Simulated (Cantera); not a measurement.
Feed: 1 mol SiCl₄, a varied amount of NH₃, 11 mol H₂, 6.8 mol N₂, equilibrated at 1350 °C and 0.000920 bar.

Method: chemical equilibrium by Gibbs-energy minimisation in Cantera with the NASA 1993 tables (ideal gas, pure condensed phases). Candidate condensed phases: NH₄Cl, Si, Si₃N₄; 28 gas species. The tables' values for SiCl, SiCl₃ are old estimates; treat these amounts as uncertain. Kinetics and transport are ignored.

Q: At 5.3 mol NH₃, list the 4 most abundant gas species with their mole fractions, and the condensed phases.

A: H₂ 0.586, N₂ 0.310, HCl 0.0709, SiCl₂ 0.0300. Condensed: Si(s).
